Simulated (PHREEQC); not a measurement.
PHREEQC input (ion-association model, phreeqc.dat):

```
SOLUTION 1
  temp 25
  units mol/kgw
  pH 7 charge
  Cl 0.33
  Na 0.33
END
SELECTED_OUTPUT 1
  -reset false
  -pH true
  -pe true
  -ionic_strength true
  -water true
  -totals Cl Na Hdg Ntg
  -molalities H+ Na+ Cl- OH- NaOH
  -saturation_indices Halite
USER_PUNCH 1
  -headings p_Hdg(g) phi_Hdg(g) p_Ntg(g) phi_Ntg(g) p_H2O(g) phi_H2O(g) density
  10 PUNCH PR_P("Hdg(g)"), PR_PHI("Hdg(g)"), PR_P("Ntg(g)"), PR_PHI("Ntg(g)"), PR_P("H2O(g)"), PR_PHI("H2O(g)"), RHO
PRINT
  -reset false
USE solution 1
REACTION_TEMPERATURE 1
  50
GAS_PHASE 1
  -fixed_pressure
  -pressure 2
  -temperature 50
  -volume 20
  Hdg(g) 0.54
  Ntg(g) 1.46
  H2O(g) 0
END
# ... the last block is repeated for the other 12 points of P (atm)
```

Selected output (columns that matter, 11 of 13 rows; P (atm) added in front):

```
P (atm)	pH	mu	Cl	Na	Hdg	Ntg	si_Halite	p_Hdg(g)	phi_Hdg(g)	p_Ntg(g)	phi_Ntg(g)	p_H2O(g)	phi_H2O(g)	density
2	6.5976	0.33058	0.33058	0.33058	0.00034327	0.00065386	-2.8715	0.50724	1.0007	1.3718	0.99969	0.12097	0.99272	1.001
5	6.5971	0.33056	0.33056	0.33056	0.00088924	0.0016907	-2.8718	1.3168	1.0019	3.5611	0.99903	0.12212	0.98538	1.0011
10	6.5962	0.33056	0.33056	0.33056	0.0017942	0.0034008	-2.8724	2.666	1.0038	7.21	0.99805	0.12404	0.97343	1.0013
30	6.5929	0.3306	0.33059	0.33059	0.0053525	0.010028	-2.8746	8.0628	1.0118	21.805	0.99486	0.13184	0.92837	1.002
40	6.5912	0.33061	0.33061	0.33061	0.0070957	0.013222	-2.8757	10.761	1.0158	29.103	0.99367	0.1358	0.9074	1.0024
50	6.5895	0.33063	0.33063	0.33063	0.0088153	0.01634	-2.8767	13.46	1.0199	36.401	0.99273	0.1398	0.88741	1.0028
75	6.5853	0.33067	0.33067	0.33067	0.013014	0.023831	-2.8793	20.205	1.0304	54.645	0.99149	0.14995	0.84144	1.0037
100	6.581	0.33071	0.33071	0.33071	0.017074	0.030929	-2.8819	26.951	1.0411	72.889	0.99173	0.16026	0.80072	1.0046
200	6.564	0.33086	0.33086	0.33086	0.032023	0.056195	-2.8916	53.934	1.0863	145.86	1.0056	0.20206	0.67922	1.0084
300	6.547	0.33098	0.33098	0.33098	0.045121	0.077814	-2.9006	80.917	1.1354	218.84	1.0365	0.24301	0.60372	1.0121
400	6.5299	0.33107	0.33107	0.33107	0.056618	0.096915	-2.9088	107.9	1.1888	291.82	1.0812	0.28181	0.55625	1.0158
```

Away from 25 °C the constants follow the database's enthalpies or fits; those with neither stay at their 25 °C values.
